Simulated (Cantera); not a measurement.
An adiabatic, constant-pressure homogeneous reactor starts with H2 : O2 : N2 = 1 : 1.56 : 5.88 (molar parts), at 1575 K and 9.87 atm.

Computed with Cantera and GRI-Mech 3.0 (53 species, 325 reactions). The hydrogen kinetics of GRI-Mech 3.0 are dated; newer H2 mechanisms differ, most at raised pressure.

One state of this run: T (K) = 2367; x H2 = 0.000413; x O2 = 0.131; x H = 0.000110; x NO = 5.67e-5; x H2O2 = 7.24e-7; x N2O = 2.96e-6. x: mole fraction; the columns are a selection and need not sum to one.

Question: Which value of t (s) does it belong to?
A) 0.000452
B) 1.15e-5
C) 0.000133
D) 0.694

Answer: B, 1.15e-5
